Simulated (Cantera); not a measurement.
Input: 1 mol SiCl4, 13 mol H2O, held at 1.33 mbar.

Method: chemical equilibrium by Gibbs-energy minimisation in Cantera with the NASA 1993 tables (ideal gas, pure condensed phases). Candidate condensed phases: H2O, Si, SiO2; 30 gas species. The tables hold silica as quartz up to 1696 K and as liquid above; real silica turns to tridymite and cristobalite and melts near 1996 K. The numbers say what is thermodynamically allowed, not how fast it happens.

Task: Which condensed phases are stable at each of these points (T (K)): 900, 1050, 1200, 1350, 1500, 1650, 1800?

Result: 
```tsv
T (K)	condensed phases	Si condensed (%)
900	SiO2(β-quartz)	100.0
1050	SiO2(β-quartz)	100.0
1200	SiO2(β-quartz)	100.0
1350	SiO2(β-quartz)	100.0
1500	SiO2(β-quartz)	100.0
1650	SiO2(β-quartz)	100.0
1800	SiO2(condensed)	99.9
```

From 900 K to 1650 K the condensed part is SiO2(β-quartz). At 1800 K the condensed part is SiO2(condensed).
